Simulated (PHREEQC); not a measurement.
0.076 g of hydrous ferric oxide (600 m²/g; 0.2 weak and 0.005 strong sites per Fe, Dzombak-Morel constants, diffuse double layer) in 1 kg of water with 0.005 mol/kgw of an inert sodium salt, at 25 °C; the pH is set by adding NaOH or the inert anion's acid. Oxygen is held at 0.21 atm. No CO2 enters from the air. Precipitation was switched off in this run.

Model: ion-association model, wateq4f.dat, run in PHREEQC.

```tsv
pH	surface charge σ (C/m²)	surface potential ψ (mV)
3	0.303	215
3.67	0.221	203
4.33	0.147	183
5	0.090	158
5.67	0.051	129
6.33	0.027	97
7	0.013	62
7.67	0.004	25
8.33	-0.002	-12
9	-0.009	-50
9.67	-0.021	-86
10.33	-0.042	-119
11	-0.081	-148
```

The oxide is taken as insoluble; below pH 4 it would dissolve.
